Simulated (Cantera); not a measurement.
What does this Cantera script print?

```python
import numpy as np
import cantera as ct

gas_names = """
    B BH BH2 BH3 BN BO BO2 B2 B2O B2O2 B2O3 B3O3H3 H HBO HBO2 HNO HNO2 HNO3 HO2 H2 H2O H2O2 H3B3O6 N NH
    NH2 NH3 NH2OH NO NO2 NO3 N2 N2H2 N2H4 N2O O OH O2 O3
""".split()
cond_names = """
    B(b) B(L) BN(s) B2O3(L) B3O3H3(cr) H2O(s) H2O(L)
""".split()


# ... load() reads the species with a 1 bar reference pressure and builds the phases ...
atoms = {
    'borazine': {'B': 3, 'N': 3, 'H': 6},
    'O2': {'O': 2},
    'N2': {'N': 2},
}
top_T = {'BN(s)': 3200}  # K; cautious upper limits of use, not melting points


# ... equilibrate(T, P, feed) seeds the gas with the atoms and calls Mixture.equilibrate('TP', solver="vcs", rtol=1e-11, max_steps=5000) ...
results = []
feed = {'borazine': 1, 'O2': 0.16, 'N2': 6.9}  # mol
T = 1375  # K
P = 13332.2  # Pa
mix = equilibrate(T, P, feed)
results.append((T, P, feed, dict(zip(mix.species_names, mix.species_moles))))
print(gas.report(threshold=0.0001))
for i in range(1, mix.n_phases):
    print(f"{mix.phase(i).name:16s} {mix.phase_moles(i):12.5e} mol")
```

Result:

```
       temperature   1375 K
          pressure   13332 Pa
           density   0.023623 kg/m^3
  mean mol. weight   20.257 kg/kmol
   phase of matter   gas

                          1 kg             1 kmol
                     ---------------   ---------------
          enthalpy        1.6247e+06        3.2911e+07  J
   internal energy        1.0603e+06        2.1479e+07  J
           entropy             11953        2.4214e+05  J/K
    Gibbs function       -1.4811e+07       -3.0002e+08  J
 heat capacity c_p            1660.4             33633  J/K
 heat capacity c_v            1249.9             25319  J/K

                      mass frac. Y      mole frac. X     chem. pot. / RT
                     ---------------   ---------------   ---------------
              HBO2         0.0014225        0.00065764           -91.996
                H2          0.029694           0.29837           -21.577
               H2O         0.0009905         0.0011137           -55.921
                N2            0.9678            0.6998            -28.12
     [  +35 minor]        9.3031e-05        5.8103e-05

B(b)              0.00000e+00 mol
BN(s)             2.79615e+00 mol
B2O3(L)           9.83268e-02 mol
B3O3H3(cr)        0.00000e+00 mol
```

Cantera equilibrium calculation (NASA polynomials, part measured and part estimated; ideal gas, pure solids and liquids). The feed counts by its element totals alone. Mutual solubility and eutectic melting of coexisting phases are not modelled. Gases not in the tables: H3BO3.
